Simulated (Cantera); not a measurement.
## Hydrocarbon pyrolysis for carbon deposition

An isothermal, constant-pressure homogeneous reactor starts with C2H4 : H2 = 1 : 1.5 (molar parts), at 1925 K and 0.450 Torr.

Detailed kinetics in Cantera: GRI-Mech 3.0 (53 species, 325 reactions). GRI-Mech 3.0 was tuned for natural gas; its chemistry of ethylene as a main component is partial and can be far from experiment. GRI-Mech 3.0 stops at C3 and has no aromatics, soot or wall deposition, so with more carbon than oxygen in the feed, carbon stays in small species such as C2H2 where larger ones or solid carbon would form. Radical loss at walls, strong at low pressure, is not modelled.

| t (s) | x C2H4 | x H2 | x CH3 | x CH4 | x C2H6 | x C2H2 | x CH2 |
|---|---|---|---|---|---|---|---|
| 2.00e-5 | 0.400 | 0.600 | 3.52e-12 | <1e-12 | 1.44e-11 | 9.58e-5 | 3.71e-12 |
| 5.79e-5 | 0.400 | 0.600 | 2.89e-11 | 7.47e-12 | 1.15e-10 | 0.000277 | 3.00e-11 |
| 0.000168 | 0.399 | 0.600 | 2.48e-10 | 6.32e-11 | 8.51e-10 | 0.000802 | 2.16e-10 |
| 0.000485 | 0.397 | 0.601 | 2.39e-9 | 7.35e-10 | 5.07e-9 | 0.00232 | 1.48e-9 |
| 0.00140 | 0.391 | 0.603 | 1.99e-8 | 1.26e-8 | 1.88e-8 | 0.00668 | 9.62e-9 |
| 0.00406 | 0.373 | 0.608 | 9.02e-8 | 1.84e-7 | 3.39e-8 | 0.0191 | 4.97e-8 |
| 0.0118 | 0.326 | 0.621 | 2.35e-7 | 1.63e-6 | 3.35e-8 | 0.0529 | 1.67e-7 |
| 0.0340 | 0.214 | 0.653 | 4.23e-7 | 9.67e-6 | 2.34e-8 | 0.133 | 2.84e-7 |
| 0.0985 | 0.0615 | 0.696 | 3.97e-7 | 2.78e-5 | 7.27e-9 | 0.242 | 1.23e-7 |
| 0.285 | 0.00119 | 0.713 | 6.84e-7 | 3.71e-5 | 1.43e-10 | 0.285 | 5.99e-9 |
| 0.825 | 1.61e-5 | 0.712 | 2.35e-6 | 3.59e-5 | 3.82e-12 | 0.285 | 9.85e-9 |
| 2.39 | 6.21e-6 | 0.708 | 6.19e-6 | 3.25e-5 | 6.64e-12 | 0.285 | 7.33e-8 |
| 6.91 | 2.58e-6 | 0.700 | 1.13e-5 | 2.47e-5 | 6.97e-12 | 0.283 | 3.20e-7 |
| 20.0 | 1.42e-6 | 0.690 | 6.53e-6 | 8.12e-6 | 1.04e-12 | 0.282 | 3.25e-7 |
x: mole fraction; the columns are a selection and need not sum to one.

Equilibrium at this temperature and pressure: C2H4 1.20e-6, H2 0.686, CH3 4.14e-6, CH4 4.39e-6, C2H6 <1e-12, C2H2 0.281, CH2 2.43e-7 (gas phase only).
